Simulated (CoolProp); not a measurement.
Computed with CoolProp (reference Helmholtz-energy equation of state, Bücker 2006).

**Question.** For ethane, give the phase and the density (kg/m³), cp (kJ/(kg K)), isothermal compressibility (1/MPa), Prandtl number at -91.45 °C and 201 kPa.

**Answer.** 
- -91.45 °C and 201 kPa: liquid; density 548, cp 2.43, isothermal compressibility 0.00173, Prandtl number 2.47

Viscosity comes from a separate model (Friend 1991). Thermal conductivity comes from a separate model (Friend 1991).
